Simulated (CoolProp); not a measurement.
Vapour-liquid equilibrium of R22 (1) + methanol (2) at 36.5 kPa; x and y are mole fractions of (1).

Computed with CoolProp (multi-fluid Helmholtz-energy mixture model, Kamei 1995 and de Reuck 1993; pair parameters Bell 2016).

```tsv
x	bubble temperature (K)	y at the bubble point	dew temperature at overall composition x (K)	liquid density (mol/L)
0.05	265.8	0.933	312.6	24.87
0.2	235.2	0.994	309.0	___
0.35	226.1	0.998	___	22.64
0.5	221.4	0.999	299.7	21.25
0.65	218.3	0.999	293.0	19.90
0.8	___	1.000	283.1	18.60
0.95	213.5	1.000	___	17.35
```

**Question.** What belongs in the gaps?

**Answer.** 
- 0.2, liquid density (mol/L): 24.01
- 0.35, dew temperature at overall composition x (K): 304.8
- 0.8, bubble temperature (K): 215.9
- 0.95, dew temperature at overall composition x (K): 261.7

No azeotrope shows between x = 0.05 and 0.95.

Pair parameters are fitted to limited data, so mixtures are less certain than the pure fluids. With so large a gap from Raoult's law the liquid may split in two, which this calculation doesn't test in full.
